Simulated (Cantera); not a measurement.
Charge: 1 mol Si₃N₄, 0.37 mol C, 0.057 mol H₂, at 0.100 bar.

Cantera equilibrium calculation (NASA polynomials, part measured and part estimated; ideal gas, pure solids and liquids). Candidate condensed phases: C, C₆H₆, C₇H₈, C₈H₁₈, Si, SiC, Si₃N₄; 105 gas species. Mutual solubility and eutectic melting of coexisting phases are not modelled. The tables' values for SiN are old estimates; treat these amounts as uncertain. Gases not in the tables: Si₂H₆ and higher silanes. Rates play no part.

x: gas mole fraction; n: condensed amount in mol.

```
T (K)   x N₂        x Si      x Si₂C      x SiC₂     x H        x H₂       x Si₂     n Si(l)  n SiC(s)
-----  -----  ----------  ----------  ----------  ------  ----------  ----------  ----------  --------
2550   0.880      0.0685      0.0111     0.00148  0.0128      0.0169     0.00197        2.44     0.331
2575   0.861      0.0818      0.0141     0.00211  0.0138      0.0158     0.00243        2.39     0.320
2600   0.840  (withheld)  (withheld)  (withheld)  0.0147  (withheld)  (withheld)        2.34     0.305
2625   0.815       0.116      0.0224     0.00423  0.0155      0.0133     0.00368        2.27     0.285
2650   0.785       0.137      0.0281     0.00593  0.0162      0.0120     0.00449        2.19     0.258
2675   0.750       0.161      0.0350     0.00826  0.0168      0.0106     0.00547        2.08     0.222
2700   0.709       0.189      0.0435      0.0114  0.0172     0.00920     0.00663        1.95     0.172
2725   0.661       0.222      0.0537      0.0157  0.0174     0.00777     0.00801        1.77     0.101
2750   0.605       0.259      0.0659      0.0213  0.0172     0.00634     0.00965        1.53         0
2775   0.565  (withheld)      0.0647  (withheld)  0.0175  (withheld)  (withheld)  (withheld)         0
2800   0.519       0.351      0.0626      0.0157  0.0174     0.00451      0.0138       0.941         0
```

Problem. Complete the blanks.

Solution. 
- 2775, x Si: 0.302
- 2775, x SiC₂: 0.0185
- 2775, x H₂: 0.00543
- 2775, x Si₂: 0.0116
- 2775, n Si(l): 1.27
- 2600, x Si: 0.0974
- 2600, x Si₂C: 0.0178
- 2600, x SiC₂: 0.00300
- 2600, x H₂: 0.0146
- 2600, x Si₂: 0.00300
